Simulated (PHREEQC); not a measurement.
Dissolve 0.099 mol/kgw (NH4)2SO4 at 25 °C. Closed to the air; pH follows from the charge balance.

All values are PHREEQC results (ion-association model, phreeqc.dat), not measurements.

```json
{
  "pH": "5.39",
  "ionic_strength": "0.229 mol/kgw",
  "density": "1.005 g/cm³"
}
```

```
species  molality  activity   log γ
-------  --------  --------  ------
NH4+        0.164     0.109  -0.175
SO4-2      0.0647    0.0180  -0.555
NH4SO4-    0.0343    0.0254  -0.130
NH3       1.46e-5   1.54e-5   0.023
HSO4-     9.55e-6   7.08e-6  -0.130
H+        5.10e-6   4.04e-6  -0.101
OH-       3.58e-9   2.49e-9  -0.157
```

Precipitation was switched off in this run.
